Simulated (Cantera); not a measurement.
## Thermal oxidation and active oxidation of silicon: Si + H2O + H2

Feed: 1 mol Si, 0.0019 mol H2O, 8.5 mol H2, equilibrated at 1875 K and 10.0 mbar.

Cantera equilibrium calculation (NASA polynomials, part measured and part estimated; ideal gas, pure solids and liquids). Candidate condensed phases: H2O, Si, SiO2; 18 gas species. Gases not in the tables: Si2H6 and higher silanes. Kinetics and transport are ignored.

| Quantity | Value |
|---|---|
| x(H2) | 0.992 |
| x(H) | 0.00653 |
| x(Si) | 0.000906 |
| x(SiO) | 0.000222 |
| x(SiH) | 8.36e-5 |
| x(SiH2) | 4.93e-5 |
| x(Si2) | 6.80e-6 |
| x(Si3) | 1.55e-6 |
| n(Si(l)) | 0.989 mol |
| gas amount | 8.540 mol |
